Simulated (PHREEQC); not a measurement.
A column of 0.2 m (30 cells, dispersivity 0.007 m, 300 s a shift, diffusion coefficient 3e-10 m²/s) holds 0.042 eq of the database's cation exchanger X per kg of pore water, first in equilibrium with 0.00041 mol/kgw MnCl2 and 1e-05 mol/kgw HCl. It is flushed with 0.017 mol MgCl2 and 1e-05 mol HCl per kg of water, at 40 °C. Values are for the last cell. No CO2 enters from the air. Precipitation was switched off in this run.

The numbers come from PHREEQC with the ion-association model, phreeqc.dat.

Q: Predict Mn in solution (mol/kgw), MnX2 on the exchanger (mol/kgw) at pore volumes = 0.1833, 2.35, 4.517, 4.85.

A: 
```csv
pore volumes,Mn in solution (mol/kgw),MnX2 on the exchanger (mol/kgw)
0.1833,0.000410,0.0210
2.35,0.00599,0.00566
4.517,1.30e-5,1.08e-5
4.85,4.65e-6,3.89e-6
```

Away from 25 °C the constants follow the database's enthalpies or fits; those with neither stay at their 25 °C values.
